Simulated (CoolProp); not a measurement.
Vapour-liquid equilibrium of ethylbenzene (1) + m-xylene (2) at 0.083 MPa; x and y are mole fractions of (1).

Computed with CoolProp (multi-fluid Helmholtz-energy mixture model, Zhou 2012 and Zhou 2012; pair parameters Bell 2016).

```tsv
x	bubble temperature, mixture model (K)	bubble temperature, Raoult's law (K)	y, mixture model	y, Raoult's law
0.05	404.8	404.8	0.055	0.054
0.15	404.4	404.5	0.162	0.161
0.25	404.1	404.2	0.267	0.265
0.35	403.7	403.9	0.369	0.369
0.45	403.4	403.6	0.470	0.470
0.55	403.1	403.3	0.569	0.570
0.65	402.9	403.0	0.666	0.668
0.75	402.6	402.7	0.763	0.765
0.85	402.4	402.5	0.858	0.860
0.95	402.1	402.2	0.953	0.954
```

The largest gap from Raoult's law is -0.2 K in bubble temperature, at x = 0.55. No azeotrope shows between x = 0.05 and 0.95.

The pair parameters rest on a limited set of measurements; away from them the model extrapolates.
